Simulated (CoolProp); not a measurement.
Vapour pressure (MPa) of C3F8 (R218): the reference equation beside estimates from Tc = 71.9 °C, pc = 2.640 MPa, ω = 0.317. Clausius-Clapeyron is anchored at -64.95 °C with a constant enthalpy of vaporisation of 21.58 kJ/mol.

The numbers come from the reference Helmholtz-energy equation of state, Lemmon 2006 in CoolProp. It is a short technical equation, of lower accuracy than the large ones.

```csv
T (°C),reference,Clausius-Clapeyron,Peng-Robinson
-72.55,0.01417,0.01436,0.01449
-64.95,0.02303,0.02303,0.02338
-57.35,0.03595,0.03572,0.03626
-49.65,0.05442,0.05406,0.05462
-42.05,0.07935,0.07920,0.07936
-34.35,0.1130,0.1138,0.1127
-26.75,0.1562,0.1591,0.1556
-19.15,0.2111,0.2180,0.2101
-11.45,0.2806,0.2945,0.2794
```

Absolute difference from the reference over all 9 rows, mean and median: Clausius-Clapeyron 1.5 and 0.7 %, Peng-Robinson 0.7 and 0.4 %.
